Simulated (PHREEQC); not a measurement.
4.9 g of hydrous ferric oxide (600 m²/g; 0.2 weak and 0.005 strong sites per Fe, Dzombak-Morel constants, diffuse double layer) in 1 kg of water with 0.005 mol/kgw of an inert sodium salt, at 25 °C; the pH is set by adding NaOH or the inert anion's acid. Oxygen alone is held at its pressure in air (log pO2 = -0.68). No CO2 enters from the air. Nothing may precipitate in this run.

All values are PHREEQC results (ion-association model, wateq4f.dat), not measurements.

### Question
Predict surface charge σ (C/m²), surface potential ψ (mV) at pH = 3, 4.12, 4.5, 4.88, 6.75.

### Answer
```json
[
 {"pH": "3", "surface charge σ (C/m²)": "0.324", "surface potential ψ (mV)": "204"},
 {"pH": "4.12", "surface charge σ (C/m²)": "0.190", "surface potential ψ (mV)": "185"},
 {"pH": "4.5", "surface charge σ (C/m²)": "0.146", "surface potential ψ (mV)": "173"},
 {"pH": "4.88", "surface charge σ (C/m²)": "0.109", "surface potential ψ (mV)": "160"},
 {"pH": "6.75", "surface charge σ (C/m²)": "0.017", "surface potential ψ (mV)": "75"}
]
```

The oxide is taken as insoluble; below pH 4 it would dissolve.
